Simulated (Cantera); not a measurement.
Input: 1 mol Al, 2 mol HCl, 9.9 mol H2, held at 1450 K and 66.0 mbar.

Equilibrium computed with Cantera from the NASA thermochemical tables; the gas is ideal and each condensed phase is pure. Candidate condensed phases: Al, AlCl3; 12 gas species. The tables' values for AlCl2 are old estimates; treat these amounts as uncertain. The numbers say what is thermodynamically allowed, not how fast it happens.

Base state: H2 0.905, AlCl 0.0419, AlCl3 0.0301, HCl 0.0118, AlCl2 0.0116, H 3.50e-5 (mole fractions); condensed: gas only.

What changes in the equilibrium state with this change: HCl from 2 to 7.6 mol?


```tsv
species	before	after
H2	0.905	0.670
HCl	0.0118	0.271
AlCl3	0.0301	0.0578
AlCl	0.0419	0.000114
AlCl2	0.0116	0.000834
H	3.50e-5	3.01e-5
```
